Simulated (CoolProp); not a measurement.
Vapour-liquid equilibrium of R152A (1) + isobutene (2) at 63.45 °C; x and y are mole fractions of (1).

Computed with CoolProp (multi-fluid Helmholtz-energy mixture model, Outcalt 1996 and Lemmon 2005; pair parameters Bell 2016).

Q: Give the bubble pressure and the first vapour's composition at x = 0.275, 0.8, 0.875. Is there an azeotrope?

A: x = 0.275: 1282 kPa, y = 0.445; x = 0.8: 1621 kPa, y = 0.820; x = 0.875: 1634 kPa, y = 0.880. y crosses x between x = 0.875 and 0.95: the model has an azeotrope there.

The pair parameters rest on a limited set of measurements; away from them the model extrapolates.
